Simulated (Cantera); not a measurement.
A freely propagating, adiabatic, planar premixed flame of CH₄ : CO : O₂ : N₂ = 1 : 0.063 : 1.84 : 6.92 (molar parts), unburnt at 448 K and 135 Torr; mixture-averaged transport, grid criteria slope 0.08 and curve 0.16, no radiation.

Computed with Cantera and GRI-Mech 3.0 (53 species, 325 reactions). Burning velocities carry a grid error of a few per cent, more on coarse grids.

Task: Predict: laminar burning velocity; thermal thickness; peak x(CH₃); peak x(O); peak x(OH).

Result: 
```
Quantity                    Result
------------------------  --------
laminar burning velocity  109 cm/s
thermal thickness          1.60 mm
peak x(CH₃)                0.00381
peak x(O)                  0.00486
peak x(OH)                 0.00940
```
